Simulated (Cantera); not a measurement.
A closed system holds: 1 mol CaCO₃, 0.51 mol CO₂, 0.02 mol O₂, 1.1 mol C, held at 0.0100 bar.

These are equilibrium values from Cantera (NASA tables, ideal gas, pure condensed phases), not measurements of a reactor. Candidate condensed phases: C, Ca, CaCO₃, CaO; 15 gas species. Kinetics and transport are ignored.

### Question
Which condensed phases are stable at each of these points (T (K)): 748, 798, 848, 898, 948, 998, 1048, 1098, 1148, 1198, 1248?

### Answer
```tsv
T (K)	condensed phases	Ca condensed (%)
748	C(graphite) + CaCO₃(calcite)	100.0
798	C(graphite) + CaCO₃(calcite)	100.0
848	C(graphite) + CaCO₃(calcite)	100.0
898	CaO(s)	100.0
948	CaO(s)	100.0
998	CaO(s)	100.0
1048	CaO(s)	100.0
1098	CaO(s)	100.0
1148	CaO(s)	100.0
1198	CaO(s)	100.0
1248	CaO(s)	100.0
```

From 748 K to 848 K the condensed part is C(graphite) + CaCO₃(calcite). From 898 K to 1248 K the condensed part is CaO(s).
